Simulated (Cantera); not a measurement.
A freely propagating, adiabatic, planar premixed flame of 21.1 % H₂, 17.3 % O₂, 53.3 % N₂, 8.42 % H₂O, unburnt at 625 K and 170000 Pa; mixture-averaged transport, grid criteria slope 0.08 and curve 0.16, no radiation.

Detailed kinetics in Cantera: the H2/O2 subset of GRI-Mech 3.0, which has no nitrogen chemistry. Burning velocities carry a grid error of a few per cent, more on coarse grids. Lean hydrogen flames are cellular in practice and burn faster than this planar one.

Predict: laminar burning velocity; thermal thickness; peak x(H₂O₂); peak x(OH); peak x(H).


| Property | Value |
|---|---|
| laminar burning velocity | 433 cm/s |
| thermal thickness | 0.196 mm |
| peak x(H₂O₂) | 5.16e-5 |
| peak x(OH) | 0.0137 |
| peak x(H) | 0.0145 |
